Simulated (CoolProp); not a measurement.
Properties of nitrogen along the isobar 0.101 MPa.

The numbers come from the reference Helmholtz-energy equation of state, Span 2000 in CoolProp.

| T (K) | phase | density (kg/m³) | expansivity (1/kK) | fugacity coefficient |
|---|---|---|---|---|
| 102.6 | gas | 3.379 | 10.29 | 0.9820 |
| 120.5 | gas | 2.857 | 8.585 | 0.9887 |
| 138.5 | gas | 2.475 | 7.388 | 0.9926 |
| 156.5 | gas | 2.186 | 6.495 | 0.9949 |
| 174.4 | gas | 1.958 | 5.804 | 0.9965 |
| 192.4 | gas | 1.773 | 5.246 | 0.9975 |
| 210.4 | gas | 1.620 | 4.787 | 0.9982 |
| 228.3 | gas | 1.492 | 4.405 | 0.9987 |
| 246.3 | gas | 1.383 | 4.079 | 0.9991 |
| 264.3 | gas | 1.288 | 3.798 | 0.9994 |
| 282.2 | gas | 1.206 | 3.554 | 0.9996 |
